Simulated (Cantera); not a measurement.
Charge: 1 mol SiCl4, 0.13 mol Cl2, 3.9 mol N2, equilibrated at 725 °C and 41000 Pa.

Equilibrium computed with Cantera from the NASA thermochemical tables; the gas is ideal and each condensed phase is pure. Candidate condensed phases: Si, Si3N4; 13 gas species. Rates play no part.

**Question.** What is the equilibrium state?

**Answer.** 
| Item | Result |
|---|---|
| x(N2) | 0.775 |
| x(SiCl4) | 0.199 |
| x(Cl2) | 0.0258 |
| x(Cl) | 9.46e-5 |
| gas amount | 5.030 mol |
| log10 activity of Si(s) (absent) | -24.93 |
